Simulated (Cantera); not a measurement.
Feed: 1 mol FeS2, 2800 mol H2, 4.3 mol N2, at 0.630 bar.

Method: chemical equilibrium by Gibbs-energy minimisation in Cantera with the NASA 1993 tables (ideal gas, pure condensed phases). Candidate condensed phases: Fe, FeS, FeS2, S; 16 gas species. Equilibrium is a limit: real reactors are often held back by kinetics, nucleation or transport.

Question: At 1398 K, list the 3 most abundant gas species with their mole fractions, and the condensed phases.

Answer: H2 0.998, N2 0.00153, H2S 0.000712. Condensed: Fe(γ).
